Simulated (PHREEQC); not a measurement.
1 kg of water holding 0.23 mol/kgw KOH meets 20 L of dry gas (CO2 0.5, H2S 0.5 by moles) at fixed total pressure, at 60 °C; fugacities by Peng-Robinson. The gases take part in no redox reaction, some water evaporates into the gas, and hydrates or a liquid gas phase aren't modelled. Nothing may precipitate in this run.

Computed with PHREEQC (ion-association model, phreeqc.dat).

| P (atm) | dissolved CO2 (all carbonate carbon) (mol/kgw) | φ of CO2 | p of CO2 (atm) | dissolved H2S (mol/kgw) | φ of H2S | p of H2S (atm) | pH |
|---|---|---|---|---|---|---|---|
| 1 | 0.111 | 0.996 | 0.428 | 0.142 | 0.994 | 0.376 | 7.32 |
| 2 | 0.116 | 0.992 | 0.940 | 0.167 | 0.988 | 0.863 | 6.97 |
| 3 | 0.123 | 0.989 | 1.45 | 0.190 | 0.983 | 1.35 | 6.79 |
| 5 | 0.138 | 0.981 | 2.47 | 0.233 | 0.971 | 2.33 | 6.56 |
| 7.5 | 0.157 | 0.971 | 3.74 | 0.284 | 0.956 | 3.56 | 6.38 |
| 10 | 0.175 | 0.962 | 5.00 | 0.334 | 0.942 | 4.79 | 6.26 |
| 15 | 0.211 | 0.943 | 7.53 | 0.427 | 0.914 | 7.25 | 6.09 |

Constants without temperature data keep their 25 °C values here.
